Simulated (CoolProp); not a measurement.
Saturation properties of CHF3 (R23) (Tc = 26.1 °C, pc = 4832 kPa, ω = 0.263).

The numbers come from the reference Helmholtz-energy equation of state, Penoncello 2003 in CoolProp.

```tsv
T (°C)	p (kPa)	liquid density (kg/m³)	enthalpy of vaporisation (kJ/kg)	liquid cp (kJ/(kg K))	vapour Z	liquid viscosity (µPa s)
-121.15	[?]	1587	268.8	1.198	0.9932	667
-112.95	11.25	1559	262.9	1.203	0.9892	549
-104.85	21.92	[?]	257.0	1.209	0.9837	462
-96.75	39.78	1501	251.0	1.217	0.9764	394
-88.55	68.39	1470	244.6	1.227	0.9668	340
-80.45	110.8	1440	238.1	1.240	0.9549	297
-72.25	172.7	1408	231.1	1.257	[?]	262
-64.15	257.5	1375	223.9	1.277	0.9226	232
-55.95	373.0	1341	216.0	1.303	0.9018	207
-47.85	522.3	1306	207.7	1.334	0.8779	185
-39.75	713.1	1268	198.7	1.372	0.8505	165
-31.55	955.4	1228	188.8	1.421	0.8188	[?]
```

Question: Fill in the missing entries.

Answer: 
- -121.15, p (kPa): 5.256
- -104.85, liquid density (kg/m³): 1530
- -72.25, vapour Z: 0.9401
- -31.55, liquid viscosity (µPa s): 148

It boils at -82.0 °C under 1 atm.

Viscosity comes from a separate model (Shan 2000).
